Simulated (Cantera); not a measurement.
A Cantera script and what it prints.

```python
import numpy as np
import cantera as ct

gas_names = """
    C CO CO2 C2 C2O C3 C3O2 C4 C5 Mg MgO Mg2 O O2 O3
""".split()
cond_names = """
    C(gr) Mg(cr) Mg(L) MgCO3(s) MgO(s) MgO(L)
""".split()


# ... load() reads the species with a 1 bar reference pressure and builds the phases ...
atoms = {
    'MgCO3': {'Mg': 1, 'C': 1, 'O': 3},
    'O2': {'O': 2},
    'CO2': {'C': 1, 'O': 2},
}
top_T = {'C(gr)': 4500}  # K; cautious upper limits of use, not melting points


# ... equilibrate(T, P, feed) seeds the gas with the atoms and calls Mixture.equilibrate('TP', solver="vcs", rtol=1e-11, max_steps=5000) ...
results = []
feed = {'MgCO3': 1, 'O2': 0.27, 'CO2': 0.17}  # mol
P = 100000  # Pa
for T in [600, 700, 800, 900, 1000, 1100, 1200, 1300, 1400, 1500, 1600, 1700, 1800, 1900]:
    mix = equilibrate(T, P, feed)
    results.append((T, P, feed, dict(zip(mix.species_names, mix.species_moles))))

top = {s: max(r[3][s] / sum(r[3][g] for g in gas_names) for r in results) for s in gas_names}
cols = sorted((s for s in top if top[s] > 0.0001), key=lambda s: -top[s])[:9]
seen = [c for c in cond_names if any(r[3].get(c, 0) > 1e-12 for r in results)]
print("log10 of partial pressures in bar; condensed amounts in mol")
print(f"{'T/K':>10s}" + "".join(f"{s[:9]:>10s}" for s in cols + seen))
for T, P, feed, n in results:
    ng = sum(n[g] for g in gas_names)
    print(f"{T:10.4g}" + "".join(f"{np.log10(max(n[s] / ng * P / 1e5, 1e-99)):10.3f}" for s in cols)
          + "".join(f"{n.get(c, 0):10.4g}" for c in seen))
```

It prints:

```
log10 of partial pressures in bar; condensed amounts in mol
       T/K       CO2        O2        CO         O  MgCO3(s)    MgO(s)
       600    -0.413    -0.212   -20.388   -18.676         1         0
       700    -0.090    -0.727   -16.281   -15.809         0         1
       800    -0.090    -0.727   -13.637   -13.461         0         1
       900    -0.090    -0.727   -11.584   -11.632         0         1
      1000    -0.090    -0.727    -9.942   -10.167         0         1
      1100    -0.090    -0.727    -8.601    -8.966         0         1
      1200    -0.090    -0.727    -7.485    -7.965         0         1
      1300    -0.090    -0.727    -6.542    -7.116         0         1
      1400    -0.090    -0.727    -5.735    -6.387         0         1
      1500    -0.090    -0.727    -5.037    -5.756         0         1
      1600    -0.090    -0.727    -4.427    -5.202         0         1
      1700    -0.090    -0.727    -3.890    -4.713         0         1
      1800    -0.090    -0.727    -3.414    -4.278         0         1
      1900    -0.091    -0.726    -2.989    -3.888         0         1
```

Method: chemical equilibrium by Gibbs-energy minimisation in Cantera with the NASA 1993 tables (ideal gas, pure condensed phases).
